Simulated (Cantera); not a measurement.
An isothermal, constant-pressure homogeneous reactor starts with 7.69 % CH4, 92.3 % H2, at 1975 K and 4.43 Torr.

Detailed kinetics in Cantera: GRI-Mech 3.0 (53 species, 325 reactions). GRI-Mech 3.0 stops at C3 and has no aromatics, soot or wall deposition, so with more carbon than oxygen in the feed, carbon stays in small species such as C2H2 where larger ones or solid carbon would form. Radical loss at walls, strong at low pressure, is not modelled.

x: mole fraction; the columns are a selection and need not sum to one.

```
t (s)        x CH4   x H2    x C2H6     x CH3    x CH2   x C2H4
--------  --------  -----  --------  --------  -------  -------
0.000600    0.0767  0.923   3.39e-8  0.000245  4.13e-8      ___
0.00223     0.0759  0.923   6.11e-7  0.000908  6.02e-7      ___
0.00826     0.0719  0.922   5.83e-6   0.00320  6.41e-6      ___
0.0307      0.0451  0.933   7.50e-6   0.00463  1.84e-5      ___
0.114       0.0124  0.950   7.77e-7   0.00168  1.15e-5      ___
0.422      0.00161  0.954   1.98e-8  0.000329  4.10e-6      ___
1.57      0.000155  0.950  2.58e-10   4.69e-5  9.08e-7      ___
5.81       2.53e-5  0.947  8.62e-12   9.15e-6  2.13e-7  1.53e-6
21.6       1.81e-5  0.947  4.78e-12   6.59e-6  1.55e-7  1.53e-6
80.0       1.81e-5  0.947  4.78e-12   6.59e-6  1.55e-7  1.53e-6
```

What belongs in the gaps?


- 0.000600, x C2H4: 2.93e-7
- 0.00223, x C2H4: 1.46e-5
- 0.00826, x C2H4: 0.000337
- 0.0307, x C2H4: 0.000460
- 0.114, x C2H4: 5.42e-5
- 0.422, x C2H4: 3.85e-6
- 1.57, x C2H4: 1.75e-6
